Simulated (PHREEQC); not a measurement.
Consider water at 72 °C with 0.882 mmol/kgw K2CO3, 0.4 mmol/kgw Fe(NO3)3 and 2.3 mmol/kgw H3BO3. Closed to the air; pH follows from the charge balance.

Model: ion-association model, phreeqc.dat, run in PHREEQC.

This is a speciation only: nothing precipitates in the calculation.

Problem. Order these Fe species by the share of Fe that they hold, largest first: Fe(OH)4-, Fe(OH)3, Fe(OH)2+.

Solution. Fe(OH)3 (76 %), Fe(OH)2+ (22 %), Fe(OH)4- (1.8 %)

The pH is 6.69 and the ionic strength 0.00185 mol/kgw. Saturation is exceeded, for instance for Hematite (slow to form), Goethite (slow to form); the values hold only as long as no solid forms. Constants without temperature data keep their 25 °C values here.
